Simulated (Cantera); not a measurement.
Charge: 1 mol Fe(CO)5, 0.064 mol CO, 62 mol N2, 2.4 mol O2, at 1048 K and 0.100 bar.

These are equilibrium values from Cantera (NASA tables, ideal gas, pure condensed phases), not measurements of a reactor. Candidate condensed phases: C, Fe, Fe(CO)5, FeO, Fe2O3, Fe3O4; 27 gas species. The tables' stoichiometric FeO is somewhat more stable than real wüstite, so its field is too wide. FeO: taken at fixed stoichiometry. Rates play no part.

Base state: N2 0.924, CO2 0.0567, CO 0.0188 (mole fractions); condensed: FeO(s).

What changes in the equilibrium state with this change: O2 from 2.4 to 0.57 mol?


| species | before | after |
|---|---|---|
| N2 | 0.924 | 0.924 |
| CO | 0.0188 | 0.0610 |
| CO2 | 0.0567 | 0.0145 |
| FeO(s), mol | 1.00 | 0.168 |
| Fe(α), mol | 0 | 0.832 |
Mutual solubility and eutectic melting of coexisting phases are not modelled.
